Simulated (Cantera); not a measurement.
Charge: 1 mol PbO, 9.5 mol H₂, a varied amount of N₂, held at 800 K and 7.50 Torr.

Cantera equilibrium calculation (NASA polynomials, part measured and part estimated; ideal gas, pure solids and liquids). Candidate condensed phases: H₂O, Pb, PbO, PbO₂, Pb₃O₄; 27 gas species. Kinetics and transport are ignored.

Task: At 2.7 mol N₂, list the 3 most abundant gas species with their mole fractions, and the condensed phases.

Result: H₂ 0.697, N₂ 0.221, H₂O 0.0820. Condensed: Pb(l).
